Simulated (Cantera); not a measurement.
What does this Cantera script print?

```python
import numpy as np
import cantera as ct

gas_names = """
    AL ALCL ALCL2 ALCL3 ALN ALO ALOCL ALO2 AL2 AL2CL6 AL2O AL2O2 CL CLO CL2 N NO NO2 NO3 N2 N2O O O2 O3
""".split()
cond_names = """
    AL(cr) AL(L) ALCL3(s) ALCL3(L) ALN(s) AL2O3(a) AL2O3(L)
""".split()


# ... load() reads the species with a 1 bar reference pressure and builds the phases ...
atoms = {
    'AlCl3': {'AL': 1, 'CL': 3},
    'O2': {'O': 2},
    'N2': {'N': 2},
}
top_T = {'ALN(s)': 2750}  # K; cautious upper limits of use, not melting points


# ... equilibrate(T, P, feed) seeds the gas with the atoms and calls Mixture.equilibrate('TP', solver="vcs", rtol=1e-11, max_steps=5000) ...
results = []
T = 1173.15  # K
P = 870  # Pa
for m in [19, 48, 76, 110, 130, 160, 190, 220, 250, 280, 310, 340]:
    feed = {'AlCl3': 1, 'O2': 1.8, 'N2': m}  # mol
    mix = equilibrate(T, P, feed)
    results.append((T, P, feed, dict(zip(mix.species_names, mix.species_moles))))

top = {s: max(r[3][s] / sum(r[3][g] for g in gas_names) for r in results) for s in gas_names}
cols = sorted((s for s in top if top[s] > 0.0001), key=lambda s: -top[s])[:8]
seen = [c for c in cond_names if any(r[3].get(c, 0) > 1e-12 for r in results)]
print("log10 of partial pressures in bar; condensed amounts in mol")
print(f"{'n(N2)':>10s}" + "".join(f"{s[:9]:>10s}" for s in cols + seen))
for T, P, feed, n in results:
    ng = sum(n[g] for g in gas_names)
    print(f"{feed['N2']:10.4g}" + "".join(f"{np.log10(max(n[s] / ng * P / 1e5, 1e-99)):10.3f}" for s in cols)
          + "".join(f"{n.get(c, 0):10.4g}" for c in seen))
```

Output:

```
log10 of partial pressures in bar; condensed amounts in mol
     n(N2)        N2       CL2        O2        CL  AL2O3(a)
        19    -2.117    -3.251    -3.375    -4.076       0.5
        48    -2.084    -3.637    -3.745    -4.269       0.5
        76    -2.076    -3.840    -3.936    -4.370       0.5
       110    -2.071    -4.008    -4.092    -4.454       0.5
       130    -2.070    -4.085    -4.163    -4.493       0.5
       160    -2.068    -4.182    -4.252    -4.541       0.5
       190    -2.067    -4.263    -4.326    -4.582       0.5
       220    -2.066    -4.333    -4.389    -4.616       0.5
       250    -2.065    -4.394    -4.444    -4.647       0.5
       280    -2.065    -4.449    -4.492    -4.675       0.5
       310    -2.065    -4.499    -4.536    -4.699       0.5
       340    -2.064    -4.544    -4.576    -4.722       0.5
```

Method: chemical equilibrium by Gibbs-energy minimisation in Cantera with the NASA 1993 tables (ideal gas, pure condensed phases).
